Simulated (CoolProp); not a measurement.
Vapour-liquid equilibrium of R22 (1) + dimethyl ether (2) at 0.252 MPa; x and y are mole fractions of (1).

Values from CoolProp's multi-fluid Helmholtz-energy mixture model, Kamei 1995 and Wu 2011; pair parameters Bell 2016.

**Question.** Give the bubble temperature and the first vapour's composition at x = 0.65, 0.8, 0.875. Is there an azeotrope?

**Answer.** x = 0.65: -7.1 °C, y = 0.811; x = 0.8: -12.7 °C, y = 0.937; x = 0.875: -15.5 °C, y = 0.972. y crosses x between x = 0.2 and 0.275: the model has an azeotrope there.

The pair parameters rest on a limited set of measurements; away from them the model extrapolates.
